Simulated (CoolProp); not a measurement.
The fluid at 519.96 K and 14.2 MPa is throttled through a valve to 9.33 MPa with no heat exchange. The same conditions are run with several fluids, on thermodynamics alone (safety and materials aside).

The numbers come from the reference Helmholtz-energy equation of state of each fluid (decamethylcyclopentasiloxane (D5): Thol 2019; tetrahydrofuran: Fiedler 2023; water: Wagner 2002; n-undecane: Aleksandrov 2011; n-octane: Beckmüller 2019) in CoolProp.

| fluid | temperature change (K) | final density (kg/m³) |
|---|---|---|
| decamethylcyclopentasiloxane (D5) | +1.2 | 751 |
| tetrahydrofuran | -1.6 | 601 |
| water | +0.1 | 810 |
| n-undecane | +0.9 | 579 |
| n-octane | +0.2 | 516 |
